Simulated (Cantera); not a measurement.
What does this Cantera script print?

```python
import numpy as np
import cantera as ct

gas = ct.Solution("gri30.yaml")
gas.TPX = 1398, 13332, {'H2': 1.4, 'O2': 1, 'N2': 1.9}
reactor = ct.IdealGasConstPressureReactor(gas, energy="off", clone=False)
net = ct.ReactorNet([reactor])
net.rtol, net.atol = 1e-08, 1e-18
show = ['H2', 'O2', 'H', 'H2O', 'OH', 'NO', 'HO2']
times = np.geomspace(7e-06, 3, 11)

steps = ct.SolutionArray(gas, extra=["t"])
rows = []
print(f"{'t/s':>10s}{'T/K':>9s}{'P/Pa':>11s}" + "".join(f"{s:>11s}" for s in show))
for t in times:
    while net.time < t:
        t_next = net.step()
        steps.append(gas.state, t=t_next)
    rows.append([np.interp(t, steps.t, y) for y in (steps.T, steps.P, *steps(*show).X.T)])
    print(f"{t:10.3e}{rows[-1][0]:9.1f}{rows[-1][1]:11.4g}" + "".join(f"{x:11.3e}" for x in rows[-1][2:]))
rate = np.gradient(steps.T, steps.t)
print("integrator steps:", len(steps.t))
if steps.T.max() > steps.T[0] + 200:
    print(f"time of steepest temperature rise: {steps.t[rate.argmax()]:.4e} s")
gas.TPX = 1398, 13332, {'H2': 1.4, 'O2': 1, 'N2': 1.9}
gas.equilibrate("TP")
print(f"equilibrium (TP): T = {gas.T:.1f} K  " + "  ".join(f"{s} {gas[s].X[0]:.3e}" for s in show))
```

Output:

```
       t/s      T/K       P/Pa         H2         O2          H        H2O         OH         NO        HO2
 7.000e-06   1398.0  1.333e+04  3.256e-01  2.326e-01  1.635e-07  6.945e-08  2.029e-08  8.143e-18  1.206e-07
 2.560e-05   1398.0  1.333e+04  3.256e-01  2.326e-01  4.238e-06  4.619e-06  5.967e-07  7.314e-16  4.619e-07
 9.365e-05   1398.0  1.333e+04  1.816e-01  1.693e-01  7.952e-02  9.934e-02  1.054e-02  7.487e-08  1.446e-05
 3.425e-04   1398.0  1.333e+04  3.680e-02  9.794e-02  8.593e-02  2.639e-01  1.280e-02  1.308e-05  1.516e-05
 1.253e-03   1398.0  1.333e+04  1.305e-02  8.628e-02  1.244e-02  3.580e-01  7.075e-03  2.245e-05  1.495e-05
 4.583e-03   1398.0  1.333e+04  1.095e-03  8.309e-02  2.646e-04  3.861e-01  1.958e-03  2.332e-05  6.069e-06
 1.676e-02   1398.0  1.333e+04  7.899e-05  8.319e-02  5.246e-06  3.885e-01  5.346e-04  2.333e-05  7.533e-07
 6.131e-02   1398.0  1.333e+04  1.086e-05  8.327e-02  2.793e-07  3.888e-01  2.023e-04  2.334e-05  1.300e-07
 2.242e-01   1398.0  1.333e+04  2.661e-06  8.329e-02  3.466e-08  3.888e-01  1.007e-04  2.334e-05  5.749e-08
 8.202e-01   1398.0  1.333e+04  1.642e-06  8.330e-02  1.687e-08  3.888e-01  7.876e-05  2.334e-05  5.298e-08
 3.000e+00   1398.0  1.333e+04  1.627e-06  8.330e-02  1.664e-08  3.888e-01  7.839e-05  2.334e-05  5.295e-08
integrator steps: 1822
equilibrium (TP): T = 1398.0 K  H2 1.629e-06  O2 8.313e-02  H 1.665e-08  H2O 3.888e-01  OH 7.835e-05  NO 3.707e-04  HO2 5.287e-08
```

Model: GRI-Mech 3.0 (53 species, 325 reactions), integrated in Cantera. The temperature is held fixed by assumption; the heat of reaction is taken as removed at once.
